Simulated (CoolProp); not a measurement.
The numbers come from the reference Helmholtz-energy equation of state, Span 2003 in CoolProp. It is a short technical equation, of lower accuracy than the large ones.

Q: Give the vapour pressure (MPa), liquid density (kg/m³), liquid cp (kJ/(kg K)), liquid viscosity (µPa s) of saturated n-heptane at 42.05 °C.

A: 
| T (°C) | p (MPa) | liquid density (kg/m³) | liquid cp (kJ/(kg K)) | liquid viscosity (µPa s) |
|---|---|---|---|---|
| 42.05 | 0.0135 | 665 | 2.31 | 327 |

Viscosity comes from a separate model (Michailidou 2014).
